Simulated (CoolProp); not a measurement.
Cyclopentane along the isobar 22.9 MPa: density (kg/m³) from the reference equation and from simpler models built on Tc = 238.6 °C, pc = 4.583 MPa, ω = 0.202; each cubic takes its own stable root.

Values from CoolProp's reference Helmholtz-energy equation of state, Gedanitz 2015.

```csv
T (°C),phase,reference
210.85,liquid,586.9
218.15,liquid,579.4
225.55,liquid,571.7
232.85,liquid,564.1
240.15,supercritical,556.5
247.55,supercritical,548.7
254.85,supercritical,540.9
262.15,supercritical,533.1
269.55,supercritical,525.1
276.85,supercritical,517.2
```

Question: How far does each simpler model (van der Waals, Soave-Redlich-Kwong) lie from the reference over these 10 states: mean and median of the absolute difference, and the worst?

Answer: 
- van der Waals: mean 24.8 %, median 24.9 %, worst -26.7 % at 210.85 °C and 22.9 MPa
- Soave-Redlich-Kwong: mean 4.5 %, median 4.5 %, worst -5.6 % at 276.85 °C and 22.9 MPa
